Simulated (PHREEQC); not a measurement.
A PHREEQC input (ion-association model, wateq4f.dat):

```
SOLUTION 1
  temp 40
  units mg/kgw
  pH 5.91
  pe 1.8
  Na 14.1
  K 0.0661
  Ca 1.31
  Mg 2.77
  Cl 15.8
  S(6) 13.2 as SO4
  Alkalinity 12 as HCO3
  F 0.0803
END
USE solution 1
EQUILIBRIUM_PHASES 1
  Quart 0 0.5
  CO2(g) -2.5 10
END
```

It stops with these messages:

```
ERROR: Phase not found in database, Quart.
ERROR: Calculations terminating due to input errors.
```

The fault: the phase Quartz misspelt. The line should read `Quartz` where the input has `Quart`. With the mend the run ends at pH 6.70 and ionic strength 0.00118 mol/kgw.
